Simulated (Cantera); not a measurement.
Input: 1 mol B, 19 mol H₂, 6.6 mol N₂, at 2148 K and 10.0 Torr.

These are equilibrium values from Cantera (NASA tables, ideal gas, pure condensed phases), not measurements of a reactor. Candidate condensed phases: B, BN; 15 gas species. The tables' values for BH₂ are old estimates; treat these amounts as uncertain. Equilibrium is a limit: real reactors are often held back by kinetics, nucleation or transport.

Base state: H₂ 0.729, N₂ 0.239, H 0.0308, BH₂ 0.000403, B 5.30e-5 (mole fractions); condensed: BN(s).

Problem. What changes in the equilibrium state with this change: pressure from 10.0 Torr to 75.0 Torr?

Solution. 
| species | before | after |
|---|---|---|
| H₂ | 0.729 | 0.747 |
| N₂ | 0.239 | 0.242 |
| H | 0.0308 | 0.0114 |
| BH₂ | 0.000403 | 0.000150 |
| B | 5.30e-5 | 2.57e-6 |
| BN(s), mol | 0.988 | 0.996 |
